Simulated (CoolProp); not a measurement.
Ethanol at 404.42 K and 0.0324 MPa flows at 1.5 m/s in a round tube of 10 mm bore and 15 µm roughness, fully developed (64/Re and Nu = 3.66 if laminar; Colebrook and Gnielinski if turbulent). Each further row changes one setting.

The numbers come from the reference Helmholtz-energy equation of state, Schroeder 2014 in CoolProp.

```
case            Reynolds number  Darcy friction factor  pressure drop (Pa/m)  heat-transfer coefficient (W/(m² K))  mass flow (kg/h)
--------------  ---------------  ---------------------  --------------------  ------------------------------------  ----------------
as stated                     …                      …                     …                                  9.65                 …
velocity 3 m/s             1120                 0.0573                     …                                  9.65                 …
diameter 20 mm             1120                 0.0573                     …                                  4.83             0.757
```

Task: Fill in the missing entries.

Result: 
- as stated, Reynolds number: 558
- as stated, Darcy friction factor: 0.115
- as stated, pressure drop (Pa/m): 5.76
- as stated, mass flow (kg/h): 0.189
- velocity 3 m/s, pressure drop (Pa/m): 11.5
- velocity 3 m/s, mass flow (kg/h): 0.378
- diameter 20 mm, pressure drop (Pa/m): 1.44

Viscosity comes from a separate model (Kiselev 2005). Thermal conductivity comes from a separate model (Assael 2013).
